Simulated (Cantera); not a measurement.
Standard-state values (1 bar) from the NASA 1993 polynomials, evaluated with Cantera. Values are per mole of reaction as written; species without (g) are pure solids or liquids, kept so even where they would boil at 1 bar.

H2(g) + 2 Ta2O5 ⇌ 4 TaO2(g) + 2 OH(g), with ΔH° = 3367.2 kJ and ΔS° = 1071.1 J/K at 300 K.

Question: How far is the shortcut ΔG° ≈ ΔH°(300 K) − T·ΔS°(300 K) from the full temperature-dependent value at 1573, 1673, 1773, 1873, 1973, 2073 K?

Answer: 
| T (K) | shortcut (kJ) | full (kJ) | difference (kJ) | difference in log10 K | condensed phases |
|---|---|---|---|---|---|
| 1573 | 1682.3 | 1798.7 | -116.4 | 3.86 | Ta2O5(s) |
| 1673 | 1575.2 | 1707.8 | -132.5 | 4.14 | Ta2O5(s) |
| 1773 | 1468.1 | 1617.5 | -149.4 | 4.40 | Ta2O5(s) |
| 1873 | 1361.0 | 1528.1 | -167.1 | 4.66 | Ta2O5(s) |
| 1973 | 1253.9 | 1439.3 | -185.4 | 4.91 | Ta2O5(s) |
| 2073 | 1146.8 | 1352.9 | -206.1 | 5.19 | Ta2O5(l) |
The shortcut ignores heat capacities and the phase changes listed.
